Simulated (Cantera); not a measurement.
An isothermal, constant-pressure homogeneous reactor starts with CH2O : O2 : N2 = 0.029 : 0.016 : 1 (molar parts), at 1575 K and 0.570 bar. Integrator tolerance rtol = 1e-08.

Model: GRI-Mech 3.0 (53 species, 325 reactions), integrated in Cantera.

Question: What does this change do: temperature 1575 to 998 K?

Answer: 
```csv
quantity,before,after
x(CH2O) at 1.00 s,3.43e-11 (gas-phase equilibrium 3.41e-11),6.37e-11 (gas-phase equilibrium 4.67e-11)
x(O2) at 1.00 s,1.62e-9 (gas-phase equilibrium 1.95e-10),5.09e-8 (gas-phase equilibrium <1e-12)
x(H2) at 1.00 s,0.00876 (gas-phase equilibrium 0.00876),0.00632 (gas-phase equilibrium 0.0135)
x(C2H) at 1.00 s,<1e-12 (gas-phase equilibrium <1e-12),<1e-12 (gas-phase equilibrium <1e-12)
x(CH4) at 1.00 s,<1e-12 (gas-phase equilibrium <1e-12),4.64e-9 (gas-phase equilibrium 2.49e-8)
x(OH) at 1.00 s,1.14e-6 (gas-phase equilibrium 4.01e-7),1.22e-8 (gas-phase equilibrium <1e-12)
```
Below about 1000 K GRI-Mech 3.0 lacks low-temperature oxidation paths.

Question: What does this change do: temperature 1575 to 1150 K?

Answer: 
```json
[
 {"quantity": "x(CH2O) at 1.00 s", "before": "3.43e-11 (gas-phase equilibrium 3.41e-11)", "after": "4.93e-11 (gas-phase equilibrium 4.31e-11)"},
 {"quantity": "x(O2) at 1.00 s", "before": "1.62e-9 (gas-phase equilibrium 1.95e-10)", "after": "3.53e-11 (gas-phase equilibrium <1e-12)"},
 {"quantity": "x(H2) at 1.00 s", "before": "0.00876 (gas-phase equilibrium 0.00876)", "after": "0.0112 (gas-phase equilibrium 0.0117)"},
 {"quantity": "x(C2H) at 1.00 s", "before": "<1e-12 (gas-phase equilibrium <1e-12)", "after": "<1e-12 (gas-phase equilibrium <1e-12)"},
 {"quantity": "x(CH4) at 1.00 s", "before": "<1e-12 (gas-phase equilibrium <1e-12)", "after": "1.90e-10 (gas-phase equilibrium 4.56e-10)"},
 {"quantity": "x(OH) at 1.00 s", "before": "1.14e-6 (gas-phase equilibrium 4.01e-7)", "after": "5.59e-8 (gas-phase equilibrium 8.73e-11)"}
]
```

Question: What does this change do: 0.02 parts CH4 added?

Answer: 
```json
[
 {"quantity": "x(CH2O) at 1.00 s", "before": "3.43e-11 (gas-phase equilibrium 3.41e-11)", "after": "4.66e-8 (gas-phase equilibrium 5.45e-10)"},
 {"quantity": "x(O2) at 1.00 s", "before": "1.62e-9 (gas-phase equilibrium 1.95e-10)", "after": "3.65e-12 (gas-phase equilibrium 1.09e-12)"},
 {"quantity": "x(H2) at 1.00 s", "before": "0.00876 (gas-phase equilibrium 0.00876)", "after": "0.0374 (gas-phase equilibrium 0.0533)"},
 {"quantity": "x(C2H) at 1.00 s", "before": "<1e-12 (gas-phase equilibrium <1e-12)", "after": "3.10e-9 (gas-phase equilibrium <1e-12)"},
 {"quantity": "x(CH4) at 1.00 s", "before": "<1e-12 (gas-phase equilibrium <1e-12)", "after": "0.00232 (gas-phase equilibrium 4.40e-10)"},
 {"quantity": "x(OH) at 1.00 s", "before": "1.14e-6 (gas-phase equilibrium 4.01e-7)", "after": "1.65e-7 (gas-phase equilibrium 7.37e-8)"}
]
```
